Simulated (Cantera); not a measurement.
An isothermal plug-flow reactor at 625 K and 0.370 bar (inlet), inlet velocity 0.45 m/s, active area per volume 730 1/m; feed 1.16 % H2, 4.65 % O2, 94.2 % N2, equivalence ratio 0.12.

Model: Deutschmann's 1995 Pt surface mechanism with GRI-Mech 3.0 gas chemistry, integrated in Cantera. Catalytic surfaces can have several steady states; this one follows from the mechanism file's or the stated starting coverage. Mass transfer to the wall is taken as infinitely fast.

x: gas mole fraction; θ: surface coverage.

| z (m) | x H2 | x O2 | x H2O | θ free Pt | θ O* | θ OH* |
|---|---|---|---|---|---|---|
| 0.00036 | 0.00127 | 0.0416 | 0.0104 | 0.0516 | 0.944 | 0.00483 |
| 0.00077 | 0.000620 | 0.0413 | 0.0110 | 0.0257 | 0.971 | 0.00352 |
| 0.0017 | 0.000280 | 0.0411 | 0.0114 | 0.0125 | 0.985 | 0.00250 |
| 0.0036 | 0.000120 | 0.0410 | 0.0115 | 0.00699 | 0.991 | 0.00188 |
| 0.0077 | ___ | 0.0410 | 0.0116 | ___ | 0.994 | ___ |
| 0.017 | ___ | 0.0410 | 0.0116 | 0.00401 | 0.995 | 0.00143 |
| 0.036 | 1.43e-7 | 0.0410 | 0.0116 | 0.00390 | 0.995 | 0.00141 |

Q: Complete the blanks.

A: 
- 0.0077, x H2: 3.92e-5
- 0.0077, θ free Pt: 0.00475
- 0.0077, θ OH*: 0.00156
- 0.017, x H2: 5.62e-6
